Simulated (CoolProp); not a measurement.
Vapour-liquid equilibrium of methanol (1) + dimethyl carbonate (2) at 185 kPa; x and y are mole fractions of (1).

Computed with CoolProp (multi-fluid Helmholtz-energy mixture model, de Reuck 1993 and Zhou 2011; pair parameters Bell 2016).

```
x      bubble temperature, mixture model (K)  bubble temperature, Raoult's law (K)  y, mixture model  y, Raoult's law
-----  -------------------------------------  ------------------------------------  ----------------  ---------------
0.05                                   376.0                                 380.7             0.215            0.121
0.125                                  368.8                                 377.1             0.401            0.270
0.2                                    364.1                                 373.9             0.512            0.392
0.275                                  361.0                                 371.1             0.585            0.493
0.35                                   358.8                                 368.6             0.636            0.579
0.425                                  357.2                                 366.3             0.676            0.653
0.5                                    356.0                                 364.3             0.708            0.717
0.575                                  355.1                                 362.4             0.738            0.774
0.65                                   354.4                                 360.6             0.766            0.824
0.725                                  353.9                                 358.9             0.797            0.869
0.8                                    353.5                                 357.4             0.833            0.909
0.875                                  353.3                                 356.0             0.879            0.946
0.95                                   353.4                                 354.6             0.943            0.979
```

The largest gap from Raoult's law is -10.1 K in bubble temperature, at x = 0.275. y crosses x between x = 0.875 and 0.95: the model has an azeotrope there.

Pair parameters are fitted to limited data, so mixtures are less certain than the pure fluids.
